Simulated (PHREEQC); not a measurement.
Copper plating or etch bath: an equilibrium model

Consider water at 25 °C with 0.00098 mol Cu(NO3)2, 0.0023 mol H2SO4 and 0.000175 mol FeCl3 per kg of water. Closed to the air; pH follows from the charge balance.

Computed with PHREEQC (ion-association model, wateq4f.dat).

This is a speciation only: nothing precipitates in the calculation.

Question: Estimate the pH, ionic strength.

Answer: pH 2.42; ionic strength 0.00864 mol/kgw.

Question: In which forms is Cu present?

Answer: Cu+2 87 %, CuSO4 13 % of the Cu.

The solution is supersaturated, for example in Hematite (slow to form), Goethite (slow to form), so a real one may precipitate; this is no full list.
